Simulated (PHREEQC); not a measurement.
Consider water at 25 °C with 0.24 mol/kgw MnCl2, 0.023 mol/kgw Na2SO4 and 0.025 mol/kgw FeSO4. Closed to the air; pH follows from the charge balance.

Equilibrium calculation in PHREEQC: ion-association model, phreeqc.dat.

No solid was allowed to form.

Question: Order these Mn species by the share of Mn that they hold, largest first: MnCl3-, MnCl2, Mn+2, MnCl+, MnSO4.

Answer: Mn+2 (65 %), MnCl+ (24 %), MnSO4 (9.3 %), MnCl2 (1.6 %), MnCl3- (0.20 %)

The pH is 5.86 and the ionic strength 0.655 mol/kgw.
